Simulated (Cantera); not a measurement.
Feed: 1 mol SiH2Cl2, 6.2 mol H2, equilibrated at 2300 K and 530 Pa.

Equilibrium computed with Cantera from the NASA thermochemical tables; the gas is ideal and each condensed phase is pure. Candidate condensed phases: Si; 19 gas species. The tables' values for SiCl, SiCl3 are old estimates; treat these amounts as uncertain. Gases not in the tables: Si2H6 and higher silanes. Kinetics and transport are ignored.

Base state: H2 0.632, HCl 0.141, H 0.106, Si 0.0719, SiCl2 0.0224, Cl 0.0169, SiCl 0.00781, SiH 0.00153 (mole fractions); condensed: gas only.

What changes in the equilibrium state with this change: 1.8 mol NH3 added?


```tsv
species	before	after
H2	0.632	0.630
HCl	0.141	0.110
H	0.106	0.106
N2	0	0.0671
Si	0.0719	0.0567
SiCl2	0.0224	0.0108
Cl	0.0169	0.0132
SiN	0	0.000150
Si2N	0	4.93e-5
SiCl3	2.66e-5	1.00e-5
Si3	4.35e-5	2.13e-5
```
The tables' values for SiCl, SiN, SiCl3 are old estimates; treat these amounts as uncertain. Further candidate phases: NH4Cl, Si3N4.
